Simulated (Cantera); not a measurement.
Feed: 1 mol SiH4, 29 mol NO, 9 mol N2, 6.1 mol CO2, at 0.260 bar.

Method: chemical equilibrium by Gibbs-energy minimisation in Cantera with the NASA 1993 tables (ideal gas, pure condensed phases). Candidate condensed phases: C, C6H6, C7H8, C8H18, H2O, Si, SiC, SiO2, Si2N2O, Si3N4; 151 gas species. The numbers say what is thermodynamically allowed, not how fast it happens.

Question: At 600 °C, list the 4 most abundant gas species with their mole fractions, and the condensed phases.

Answer: N2 0.533, O2 0.283, CO2 0.138, H2O 0.0454. Condensed: SiO2(β-quartz).
